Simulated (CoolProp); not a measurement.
Properties of m-xylene along the isotherm 354.5 K.

Model: reference Helmholtz-energy equation of state, Zhou 2012, in CoolProp.

| p (kPa) | phase | Z | cv (kJ/(kg K)) | speed of sound (m/s) | Prandtl number |
|---|---|---|---|---|---|
| 1610 | liquid | 0.07144 | 1.485 | ___ | 5.61 |
| 3210 | liquid | 0.1421 | 1.486 | 1115 | 5.64 |
| 4820 | liquid | 0.2130 | 1.486 | 1126 | 5.68 |
| 6430 | liquid | 0.2836 | 1.487 | 1136 | 5.71 |
| 8030 | liquid | 0.3535 | 1.487 | ___ | 5.75 |
| 9640 | liquid | ___ | 1.488 | 1156 | ___ |
| 11200 | liquid | 0.4912 | 1.489 | 1166 | 5.82 |
| 12900 | liquid | 0.5647 | 1.489 | 1176 | 5.86 |
| 14500 | liquid | 0.6336 | 1.490 | 1186 | 5.89 |
| 16100 | liquid | ___ | 1.490 | ___ | 5.93 |
| 17700 | liquid | 0.7708 | 1.491 | 1204 | 5.97 |

What belongs in the gaps?


- 1610, speed of sound (m/s): 1104
- 8030, speed of sound (m/s): 1146
- 9640, Z: 0.4235
- 9640, Prandtl number: 5.78
- 16100, Z: 0.7023
- 16100, speed of sound (m/s): 1195

Viscosity comes from a separate model (Cao 2016). Thermal conductivity comes from a separate model (Mylona 2014).
